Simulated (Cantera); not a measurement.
Charge: 1 mol Si, 20 mol HBr, 1.5 mol N2, equilibrated at 750 °C and 83.0 Pa.

Equilibrium computed with Cantera from the NASA thermochemical tables; the gas is ideal and each condensed phase is pure. Candidate condensed phases: Br2, Si, Si3N4; 28 gas species. The tables' values for SiBr3 are old estimates; treat these amounts as uncertain. Kinetics and transport are ignored.

Base state: HBr 0.780, H2 0.0976, N2 0.0731, SiBr4 0.0486, Br 0.000504, SiBr3 0.000116, SiBr2 5.76e-5, SiHBr3 3.00e-5 (mole fractions); condensed: gas only.

Question: What changes in the equilibrium state with this change: pressure from 83.0 Pa to 18.0 Pa?

Answer: 
```tsv
species	before	after
HBr	0.780	0.779
H2	0.0976	0.0976
N2	0.0731	0.0731
Br	0.000504	0.00108
SiBr4	0.0486	0.0482
SiBr2	5.76e-5	0.000264
SiBr3	0.000116	0.000248
SiHBr3	3.00e-5	2.98e-5
```
